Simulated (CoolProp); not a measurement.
Aqueous lithium chloride as a coolant, 16 % by mass, freezing at -27.2 °C, 1 atm.

Computed with CoolProp (Melinder's fits for secondary coolants).

```
T (°C)  cp (kJ/(kg K))  density (kg/m³)  Prandtl number  conductivity (W/(m K))
------  --------------  ---------------  --------------  ----------------------
-21.7            3.219             1098            45.5                   0.501
-15.6            3.247             1098            34.2                   0.509
-9.5             3.274             1097            26.5                   0.518
-3.5             3.301             1096            21.2                   0.527
2.6              3.329             1095            17.4                   0.536
8.6              3.355             1094            14.5                   0.544
14.7             3.383             1092            12.3                   0.553
20.8             3.410             1091            10.6                   0.562
26.8             3.437             1089            9.28                   0.570
32.9             3.464             1087            8.15                   0.579
38.9             3.490             1085            7.19                   0.587
```
